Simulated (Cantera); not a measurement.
A Cantera script and what it prints.

```python
import numpy as np
import cantera as ct

gas_names = """
    N NO NO2 NO3 N2 N2O O O2 O3 Si SiN SiO SiO2 Si2 Si2N Si3
""".split()
cond_names = """
    Si(cr) Si(L) SiO2(Lqz) SiO2(hqz) SiO2(L) Si2N2O(s) Si3N4(a)
""".split()


# ... load() reads the species with a 1 bar reference pressure and builds the phases ...
atoms = {
    'Si': {'Si': 1},
    'N2O': {'N': 2, 'O': 1},
    'N2': {'N': 2},
}
top_T = {'Si2N2O(s)': 2100, 'Si3N4(a)': 2400}  # K; cautious upper limits of use, not melting points


# ... equilibrate(T, P, feed) seeds the gas with the atoms and calls Mixture.equilibrate('TP', solver="vcs", rtol=1e-11, max_steps=5000) ...
results = []
feed = {'Si': 1, 'N2O': 0.01, 'N2': 2}  # mol
T = 1925  # K
for P in [0.1, 0.75, 5.6, 42, 320, 2400, 18000, 130000, 1000000]:
    mix = equilibrate(T, P, feed)
    results.append((T, P, feed, dict(zip(mix.species_names, mix.species_moles))))

top = {s: max(r[3][s] / sum(r[3][g] for g in gas_names) for r in results) for s in gas_names}
cols = sorted((s for s in top if top[s] > 1e-06), key=lambda s: -top[s])[:6]
seen = [c for c in cond_names if any(r[3].get(c, 0) > 1e-12 for r in results)]
print("log10 of partial pressures in bar; condensed amounts in mol")
print(f"{'P/Pa':>10s}" + "".join(f"{s[:9]:>10s}" for s in cols + seen))
for T, P, feed, n in results:
    ng = sum(n[g] for g in gas_names)
    print(f"{P:10.4g}" + "".join(f"{np.log10(max(n[s] / ng * P / 1e5, 1e-99)):10.3f}" for s in cols)
          + "".join(f"{n.get(c, 0):10.4g}" for c in seen))
```

Result:

```
log10 of partial pressures in bar; condensed amounts in mol
      P/Pa        N2        Si       SiO       Si2      Si2N       SiN     Si(L) Si2N2O(s)  Si3N4(a)
       0.1    -6.175    -6.483    -8.479   -10.273   -11.649   -10.074         0         0         0
      0.75    -5.300    -5.609    -7.603    -8.525    -9.463    -8.763         0         0         0
       5.6    -4.419    -4.759    -6.721    -6.826    -7.323    -7.472   0.04634         0         0
        42    -3.398    -4.759    -5.701    -6.826    -6.812    -6.962    0.8985         0         0
       320    -2.499    -4.759    -4.803    -6.826    -6.363    -6.513     0.978         0         0
      2400    -1.622    -4.759    -3.925    -6.826    -5.925    -6.074    0.9882         0         0
   1.8e+04    -0.748    -5.080    -2.878    -7.467    -6.129    -5.958         0         0      0.33
   1.3e+05     0.114    -5.654    -3.133    -8.616    -6.847    -6.101         0  0.009237    0.3269
     1e+06     1.000    -6.245    -3.428    -9.797    -7.585    -6.249         0   0.00995    0.3267
```

Cantera equilibrium calculation (NASA polynomials, part measured and part estimated; ideal gas, pure solids and liquids). Mutual solubility and eutectic melting of coexisting phases are not modelled. The tables' values for SiN are old estimates; treat these amounts as uncertain.
